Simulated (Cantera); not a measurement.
Charge: 1 mol Si3N4, 0.14 mol O2, 1.8 mol N2, 0.013 mol H2O, held at 5.50e-6 bar.

Equilibrium computed with Cantera from the NASA thermochemical tables; the gas is ideal and each condensed phase is pure. Candidate condensed phases: H2O, Si, SiO2, Si2N2O, Si3N4; 35 gas species. Mutual solubility and eutectic melting of coexisting phases are not modelled. The numbers say what is thermodynamically allowed, not how fast it happens.

### Question
What share of the Si ends up in condensed phases as a function of T (K), at 1250, 1350, 1450, 1550, 1650, 1750, 1850?

### Answer
| T (K) | Si condensed (%) | as |
|---|---|---|
| 1250 | 100.0 | Si2N2O(s) + Si3N4(s) |
| 1350 | 99.9 | Si2N2O(s) + Si3N4(s) |
| 1450 | 90.2 | Si(s) |
| 1550 | 89.4 | Si(s) |
| 1650 | 83.1 | Si(s) |
| 1750 | 37.6 | Si(l) |
| 1850 | 0.0 | - |
